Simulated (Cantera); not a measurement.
A closed system holds: 1 mol CH3SiCl3, 0.018 mol C2H4, 3.4 mol H2, 0.021 mol C3H8, at 750 Torr.

Method: chemical equilibrium by Gibbs-energy minimisation in Cantera with the NASA 1993 tables (ideal gas, pure condensed phases). Candidate condensed phases: C, C6H6, C7H8, C8H18, Si, SiC; 109 gas species. The feed counts by its element totals alone. The tables' values for SiCl3 are old estimates; treat these amounts as uncertain. Kinetics and transport are ignored.

x: gas mole fraction; n: condensed amount in mol.

```tsv
T (K)	x H2	x HCl	x SiCl4	x SiCl2	x SiHCl3	x SiCl3	x CH4	n C(graphite)	n SiC(s)
1250	0.702	0.222	0.0612	0.000400	0.00688	0.00185	0.00542	0.494	0.572
1300	0.681	0.254	0.0517	0.000747	0.00632	0.00255	0.00365	0.453	0.623
1350	0.660	[?]	[?]	[?]	[?]	0.00334	[?]	[?]	0.672
1400	0.641	0.312	0.0341	0.00214	0.00497	0.00415	0.00178	0.372	0.716
1450	0.624	0.336	0.0265	0.00332	0.00424	0.00491	0.00129	0.337	0.754
1500	0.609	0.356	0.0199	0.00486	0.00353	0.00552	0.000954	0.308	0.785
1550	0.597	0.372	[?]	[?]	[?]	0.00595	[?]	0.287	0.807
1600	0.589	0.383	0.0103	0.00902	0.00229	0.00614	0.000566	0.274	0.821
```

Task: What belongs in the gaps?

Result: 
- 1350, x HCl: 0.284
- 1350, x SiCl4: 0.0426
- 1350, x SiCl2: 0.00131
- 1350, x SiHCl3: 0.00567
- 1350, x CH4: 0.00251
- 1350, n C(graphite): 0.412
- 1550, x SiCl4: 0.0145
- 1550, x SiCl2: 0.00678
- 1550, x SiHCl3: 0.00287
- 1550, x CH4: 0.000726
